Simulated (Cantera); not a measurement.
# Stirred combustor or abatement burner

A perfectly stirred reactor is fed with CH₃OH : O₂ : N₂ = 1 : 2.59 : 9.72 (molar parts), at 5.33 atm; it is adiabatic with a 523 K inlet, and is followed from long to short residence time, starting on the burning branch (τ in s: 0.02, 0.0097, 0.0046, 0.0022, 0.0011, 0.00051, 0.00025, 0.00012, 5.6e-05).

Model: GRI-Mech 3.0 (53 species, 325 reactions), integrated in Cantera. GRI-Mech 3.0 was tuned for natural gas; its chemistry of methanol as a main component is partial and can be far from experiment.

```csv
τ (s),T (K),x CH₃OH,x O₂,x H₂O₂,x H₂O,x NO,x CO
0.020,1852,4.90e-6,0.0788,2.08e-7,0.144,1.48e-5,0.000362
0.0097,1849,8.40e-6,0.0789,2.74e-7,0.144,1.21e-5,0.000597
0.0046,1844,1.44e-5,0.0791,3.73e-7,0.144,1.03e-5,0.00100
0.0022,1837,2.42e-5,0.0793,5.10e-7,0.143,8.93e-6,0.00167
0.0011,1826,3.96e-5,0.0798,6.87e-7,0.143,7.48e-6,0.00271
0.00051,1808,6.98e-5,0.0807,9.65e-7,0.142,5.62e-6,0.00469
0.00025,1778,0.000125,0.0824,1.37e-6,0.142,3.77e-6,0.00804
0.00012,1705,0.000320,0.0874,2.68e-6,0.140,1.43e-6,0.0169
5.6e-5,523,0.0751,0.195,<1e-12,<1e-12,<1e-12,<1e-12
```
x: mole fraction; the columns are a selection and need not sum to one.
